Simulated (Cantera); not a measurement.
An adiabatic, constant-volume homogeneous reactor starts with H2 : O2 : N2 = 1 : 0.385 : 1.45 (molar parts), equivalence ratio 1.3, at 1400 K and 1100000 Pa. Integrator tolerance rtol = 1e-08.

Cantera simulation using GRI-Mech 3.0 (53 species, 325 reactions); the numbers are that mechanism's predictions, not measurements. The hydrogen kinetics of GRI-Mech 3.0 are dated; newer H2 mechanisms differ, most at raised pressure. Above 3000 K some thermodynamic fits are extrapolated.

Q: What does this change do: pressure from 1100000 Pa to 140000 Pa?

A: 
```csv
quantity,before,after
time of steepest temperature rise,2.19 µs,13.3 µs
temperature at 4.00 s,3242 K,3030 K
equilibrium temperature,3242 K,3030 K
x(H2) at 4.00 s,0.105 (gas-phase equilibrium 0.105),0.108 (gas-phase equilibrium 0.108)
x(O2) at 4.00 s,0.00265 (gas-phase equilibrium 0.00265),0.00492 (gas-phase equilibrium 0.00492)
x(HO2) at 4.00 s,8.58e-6 (gas-phase equilibrium 8.58e-6),5.45e-6 (gas-phase equilibrium 5.45e-6)
x(H2O) at 4.00 s,0.269 (gas-phase equilibrium 0.269),0.251 (gas-phase equilibrium 0.251)
x(OH) at 4.00 s,0.0217 (gas-phase equilibrium 0.0217),0.0273 (gas-phase equilibrium 0.0273)
x(H2O2) at 4.00 s,1.60e-6 (gas-phase equilibrium 1.60e-6),5.29e-7 (gas-phase equilibrium 5.29e-7)
```

Q: What does this change do: pressure from 1100000 Pa to 100000 Pa?

A: 
```json
[
 {"quantity": "time of steepest temperature rise", "before": "2.19 µs", "after": "18.6 µs"},
 {"quantity": "temperature at 4.00 s", "before": "3242 K", "after": "2994 K"},
 {"quantity": "equilibrium temperature", "before": "3242 K", "after": "2994 K"},
 {"quantity": "x(H2) at 4.00 s", "before": "0.105 (gas-phase equilibrium 0.105)", "after": "0.108 (gas-phase equilibrium 0.108)"},
 {"quantity": "x(O2) at 4.00 s", "before": "0.00265 (gas-phase equilibrium 0.00265)", "after": "0.00533 (gas-phase equilibrium 0.00533)"},
 {"quantity": "x(HO2) at 4.00 s", "before": "8.58e-6 (gas-phase equilibrium 8.58e-6)", "after": "4.95e-6 (gas-phase equilibrium 4.95e-6)"},
 {"quantity": "x(H2O) at 4.00 s", "before": "0.269 (gas-phase equilibrium 0.269)", "after": "0.249 (gas-phase equilibrium 0.249)"},
 {"quantity": "x(OH) at 4.00 s", "before": "0.0217 (gas-phase equilibrium 0.0217)", "after": "0.0280 (gas-phase equilibrium 0.0280)"},
 {"quantity": "x(H2O2) at 4.00 s", "before": "1.60e-6 (gas-phase equilibrium 1.60e-6)", "after": "4.34e-7 (gas-phase equilibrium 4.34e-7)"}
]
```
